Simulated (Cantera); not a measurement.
Feed: 1 mol TEOS, 3.4 mol N2O, 35 mol N2, at 15.0 Pa.

Equilibrium computed with Cantera from the NASA thermochemical tables; the gas is ideal and each condensed phase is pure. Candidate condensed phases: C, C6H6, C7H8, C8H18, H2O, Si, SiC, SiO2, Si2N2O, Si3N4; 151 gas species. The feed counts by its element totals alone. Mutual solubility and eutectic melting of coexisting phases are not modelled. Rates play no part.

Which condensed phases are stable at each of these points (T (K)): 798, 898, 998, 1098, 1198, 1298, 1398, 1498, 1598, 1698, 1798, 1898, 1998, 2098?


```
T (K)                          condensed phases  Si condensed (%)
-----  ----------------------------------------  ----------------
798                C(graphite) + SiO2(α-quartz)             100.0
898                C(graphite) + SiO2(β-quartz)             100.0
998    C(graphite) + SiO2(β-quartz) + Si2N2O(s)             100.0
1098                    C(graphite) + Si2N2O(s)             100.0
1198                    C(graphite) + Si2N2O(s)             100.0
1298                    C(graphite) + Si2N2O(s)              99.7
1398                         SiC(s) + Si2N2O(s)              91.8
1498                                     SiC(s)              79.7
1598                                     SiC(s)              79.3
1698                                     SiC(s)              78.1
1798                                     SiC(s)              74.0
1898                                     SiC(s)              59.2
1998                                C(graphite)               0.0
2098                                C(graphite)               0.0
```

At 798 K the condensed part is C(graphite) + SiO2(α-quartz). At 898 K the condensed part is C(graphite) + SiO2(β-quartz). At 998 K the condensed part is C(graphite) + SiO2(β-quartz) + Si2N2O(s). From 1098 K to 1298 K the condensed part is C(graphite) + Si2N2O(s). At 1398 K the condensed part is SiC(s) + Si2N2O(s). From 1498 K to 1898 K the condensed part is SiC(s). From 1998 K to 2098 K the condensed part is C(graphite).
